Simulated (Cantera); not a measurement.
A Cantera script and what it prints.

```python
import numpy as np
import cantera as ct

gas_names = """
    CL CL2 H HCL H2 N NH NH2 NH3 N2 N2H2 N2H4 Si SiCL SiCL2 SiCL3 SiCL4 SiH SiHCL3 SiH2 SiH2CL2 SiH3
    SiH3CL SiH4 SiN Si2 Si2N Si3
""".split()
cond_names = """
    NH4CL(a) NH4CL(b) Si(cr) Si(L) Si3N4(a)
""".split()


# ... load() reads the species with a 1 bar reference pressure and builds the phases ...
atoms = {
    'SiH2Cl2': {'Si': 1, 'H': 2, 'CL': 2},
    'HCl': {'H': 1, 'CL': 1},
    'N2': {'N': 2},
}
top_T = {'Si3N4(a)': 2400}  # K; cautious upper limits of use, not melting points


# ... equilibrate(T, P, feed) seeds the gas with the atoms and calls Mixture.equilibrate('TP', solver="vcs", rtol=1e-11, max_steps=5000) ...
results = []
feed = {'SiH2Cl2': 1, 'HCl': 1.6, 'N2': 7.6}  # mol
P = 74000  # Pa
for T in [1148, 1223, 1298, 1373, 1448, 1523, 1598, 1673, 1748, 1823]:
    mix = equilibrate(T, P, feed)
    results.append((T, P, feed, dict(zip(mix.species_names, mix.species_moles))))

top = {s: max(r[3][s] / sum(r[3][g] for g in gas_names) for r in results) for s in gas_names}
cols = sorted((s for s in top if top[s] > 0.001), key=lambda s: -top[s])[:8]
seen = [c for c in cond_names if any(r[3].get(c, 0) > 1e-12 for r in results)]
print("log10 of partial pressures in bar; condensed amounts in mol")
print(f"{'T/K':>10s}" + "".join(f"{s[:9]:>10s}" for s in cols + seen))
for T, P, feed, n in results:
    ng = sum(n[g] for g in gas_names)
    print(f"{T:10.4g}" + "".join(f"{np.log10(max(n[s] / ng * P / 1e5, 1e-99)):10.3f}" for s in cols)
          + "".join(f"{n.get(c, 0):10.4g}" for c in seen))
```

Output:

```
log10 of partial pressures in bar; condensed amounts in mol
       T/K        N2       HCL        H2     SiCL2     SiCL4     SiCL3    SiHCL3  Si3N4(a)
      1148    -0.290    -0.860    -1.229    -5.476    -1.533    -4.026    -3.599    0.1944
      1223    -0.290    -0.849    -1.243    -4.704    -1.550    -3.577    -3.454    0.1983
      1298    -0.291    -0.841    -1.255    -4.024    -1.568    -3.185    -3.329     0.201
      1373    -0.291    -0.834    -1.265    -3.425    -1.592    -2.841    -3.222    0.2019
      1448    -0.292    -0.831    -1.272    -2.897    -1.627    -2.545    -3.136    0.1996
      1523    -0.293    -0.833    -1.274    -2.436    -1.686    -2.299    -3.077    0.1912
      1598    -0.294    -0.843    -1.268    -2.045    -1.789    -2.114    -3.057    0.1724
      1673    -0.295    -0.866    -1.250    -1.729    -1.961    -2.005    -3.092    0.1395
      1748    -0.296    -0.905    -1.220    -1.494    -2.222    -1.984    -3.194   0.09354
      1823    -0.296    -0.961    -1.180    -1.332    -2.565    -2.043    -3.360   0.04164
```

These are equilibrium values from Cantera (NASA tables, ideal gas, pure condensed phases), not measurements of a reactor. N2 is the only nitrogen source here; it is nearly inert below about 1500 K, so the nitride shown seldom forms there in practice. The tables' values for SiCl3, SiCl are old estimates; treat these amounts as uncertain.
